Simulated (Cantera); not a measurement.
**Thermodynamics of silicon carbide growth, feed (CH₃)₂SiCl₂ + C₂H₄ + H₂**

Charge: 1 mol (CH₃)₂SiCl₂, 0.0092 mol C₂H₄, 460 mol H₂, equilibrated at 1275 K.

Cantera equilibrium calculation (NASA polynomials, part measured and part estimated; ideal gas, pure solids and liquids). Candidate condensed phases: C, C₆H₆, C₇H₈, C₈H₁₈, Si, SiC; 109 gas species. The feed counts by its element totals alone. Rates play no part.

From 0.750 Torr to 47.3 Torr the condensed part is C(graphite) + SiC(s). From 188 Torr to 750 Torr the condensed part is SiC(s). The main Si-bearing gas is SiCl₂ throughout.

| P (Pa) | log p H₂ | log p HCl | log p CH₄ | log p H | n C(graphite) | n SiC(s) |
|---|---|---|---|---|---|---|
| 100 | -3.00 | -5.37 | -8.04 | -7.63 | 1.01 | 1.000 |
| 400 | -2.40 | -4.76 | -6.83 | -7.33 | 1.00 | 1.000 |
| 1600 | -1.80 | -4.16 | -5.63 | -7.03 | 0.950 | 1.000 |
| 6300 | -1.20 | -3.57 | -4.44 | -6.73 | 0.750 | 1.000 |
| 25000 | -0.60 | -2.97 | -3.26 | -6.43 | 0 | 1.000 |
| 100000 | 0.00 | -2.36 | -2.66 | -6.13 | 0 | 1.000 |
log p: log10 of the partial pressure in bar; n: condensed amount in mol.
